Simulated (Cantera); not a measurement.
A Cantera script and its output.

```python
import numpy as np
import cantera as ct

gas = ct.Solution("gri30.yaml")


def delay(T, t_max=10):
    gas.TPX = T, 100000, {'CO': 1, 'H2': 0.057, 'CH4': 0.61, 'O2': 1.59, 'N2': 5.98}
    reactor = ct.IdealGasReactor(gas, clone=False)
    net = ct.ReactorNet([reactor])
    net.rtol, net.atol = 1e-8, 1e-16
    while net.time < t_max:
        t_old, T_old = net.time, reactor.T
        net.step()
        if reactor.T > T + 400:  # ignition: a rise of 400 K
            return t_old + (T + 400 - T_old) / (reactor.T - T_old) * (net.time - t_old)
    return np.nan


taus = []
for T in [1100, 1175, 1250, 1325, 1400, 1475, 1550]:
    taus.append(delay(T))
    print(f"T0 = {T:6g} K   tau = {taus[-1]:.4e} s")
```

Output:

```
T0 =   1100 K   tau = 6.6602e-02 s
T0 =   1175 K   tau = 2.5362e-02 s
T0 =   1250 K   tau = 9.8338e-03 s
T0 =   1325 K   tau = 4.0126e-03 s
T0 =   1400 K   tau = 1.7672e-03 s
T0 =   1475 K   tau = 8.5483e-04 s
T0 =   1550 K   tau = 4.5469e-04 s
```

Computed with Cantera and GRI-Mech 3.0 (53 species, 325 reactions).
